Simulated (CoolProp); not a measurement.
Model: reference Helmholtz-energy equation of state, Gao 2022, in CoolProp.

**Question.** For n-perfluorohexane, give the phase and the density (kg/m³) at -32.25 °C and 0.0968 MPa; -32.25 °C and 0.484 MPa.

**Answer.** 
- -32.25 °C and 0.0968 MPa: liquid; density 1840
- -32.25 °C and 0.484 MPa: liquid; density 1840
